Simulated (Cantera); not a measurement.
Feed: 1 mol Pb, 0.73 mol CO, 3.7 mol H2, held at 1.20 Torr.

Points: T (K) = 900, 950, 1000, 1050, 1100, 1150, 1200, 1250, 1300, 1350.

Cantera's Mixture.equilibrate('TP', solver="vcs", rtol=1e-11, max_steps=5000) on the NASA tables stopped like this:

```
ERROR: FAILURE its = 5001!

*******************************************************************************
CanteraError thrown by MultiPhase::equilibrate:
VCS solver failed. Return code: -1
*******************************************************************************
```

**Question.** What got this run through?

**Answer.** One answer among several that fit: The failure is numerical, not chemical. The same input converged with solver="gibbs", rtol=1e-10, max_steps=50000, and the result passed a check of the equilibrium conditions:
```
log10 of partial pressures in bar; condensed amounts in mol
       T/K        H2        Pb        CO     C(gr)     Pb(L)
       900    -2.875    -5.864    -3.582  0.001874    0.9962
       950    -2.876    -5.298    -3.581 0.0004006     0.986
      1000    -2.879    -4.791    -3.584 2.208e-05    0.9547
      1050    -2.887    -4.332    -3.592         0    0.8673
      1100    -2.908    -3.917    -3.613         0    0.6371
      1150    -2.961    -3.538    -3.666         0    0.0204
      1200    -2.962    -3.531    -3.667         0         0
      1250    -2.962    -3.531    -3.667         0         0
      1300    -2.962    -3.531    -3.667         0         0
      1350    -2.963    -3.531    -3.667         0         0
```

The gas is ideal and each condensed phase is pure.
